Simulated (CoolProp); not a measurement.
Vapour-liquid equilibrium of n-hexane (1) + p-xylene (2) at 303.6 K; x and y are mole fractions of (1).

Computed with CoolProp (multi-fluid Helmholtz-energy mixture model, Thol 2019 and Zhou 2012; pair parameters Bell 2016).

Q: Give the bubble pressure and the first vapour's composition at x = 0.05, 0.725, 0.8. Is there an azeotrope?

A: x = 0.05: 3.262 kPa, y = 0.533; x = 0.725: 19.46 kPa, y = 0.972; x = 0.8: 21.02 kPa, y = 0.980. No azeotrope shows between x = 0.05 and 0.95.

The pair parameters rest on a limited set of measurements; away from them the model extrapolates.
